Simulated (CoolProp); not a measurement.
Vapour-liquid equilibrium of carbon dioxide (1) + dimethyl ether (2) at -7.45 °C; x and y are mole fractions of (1).

Computed with CoolProp (multi-fluid Helmholtz-energy mixture model, Span 1996 and Wu 2011; pair parameters Bell 2016).

Task: Give the bubble pressure and the first vapour's composition at x = 0.2, 0.725, 0.95. Is there an azeotrope?

Result: x = 0.2: 0.5650 MPa, y = 0.688; x = 0.725: 1.925 MPa, y = 0.961; x = 0.95: 2.666 MPa, y = 0.994. No azeotrope shows between x = 0.05 and 0.95.

Pair parameters are fitted to limited data, so mixtures are less certain than the pure fluids.
